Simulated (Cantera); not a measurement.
A perfectly stirred reactor is fed with CH₄ : O₂ : N₂ = 1 : 2.74 : 10.3 (molar parts), equivalence ratio 0.73, at 5.13 atm; it is adiabatic with a 473 K inlet, and is followed from long to short residence time, starting on the burning branch (τ in s: 0.054, 0.02, 0.0078, 0.0029, 0.0011, 0.00042, 0.00016, 6.1e-05, 2.3e-05, 8.7e-06).

Computed with Cantera and GRI-Mech 3.0 (53 species, 325 reactions).

**Question.** What does this change do: inlet temperature 473 to 650 K?

**Answer.** 
```json
[
 {"quantity": "blow-out, bracketed by the residence times tried", "before": "burning at 61.0 µs, out at 23.0 µs", "after": "burning at 23.0 µs, out at 8.70 µs"},
 {"quantity": "x(CH₄) at τ = 54.0 ms", "before": "3.83e-6", "after": "1.94e-6"},
 {"quantity": "x(O₂) at τ = 54.0 ms", "before": "0.0524", "after": "0.0519"},
 {"quantity": "x(OH) at τ = 54.0 ms", "before": "0.00137", "after": "0.00232"},
 {"quantity": "x(H₂O₂) at τ = 54.0 ms", "before": "1.60e-7", "after": "2.21e-7"},
 {"quantity": "x(NO) at τ = 54.0 ms", "before": "0.000203", "after": "0.00106"},
 {"quantity": "x(CH₄) at τ = 0.420 ms", "before": "0.000151", "after": "0.000102"},
 {"quantity": "x(O₂) at τ = 0.420 ms", "before": "0.0547", "after": "0.0543"},
 {"quantity": "x(OH) at τ = 0.420 ms", "before": "0.00339", "after": "0.00449"},
 {"quantity": "x(H₂O₂) at τ = 0.420 ms", "before": "5.81e-7", "after": "4.75e-7"},
 {"quantity": "x(NO) at τ = 0.420 ms", "before": "2.94e-5", "after": "6.71e-5"}
]
```
